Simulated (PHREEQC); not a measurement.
Make-up at 25 °C: 0.06 mol/kgw CdCl2, 6.1e-05 mol/kgw KCl and 0.00016 mol/kgw FeSO4. Closed to the air; pH follows from the charge balance.

All values are PHREEQC results (ion-association model, phreeqc.dat), not measurements.

Precipitation was switched off in this run.

**Question.** Predict the pH, density, ionic strength.

**Answer.** pH 5.49; density 1.007 g/cm³; ionic strength 0.0840 mol/kgw.

**Question.** In which forms is Cl present?

**Answer.** Cl- 57 %, CdCl+ 32 %, CdCl2 11 %, CdCl3- 0.7 % of the Cl.
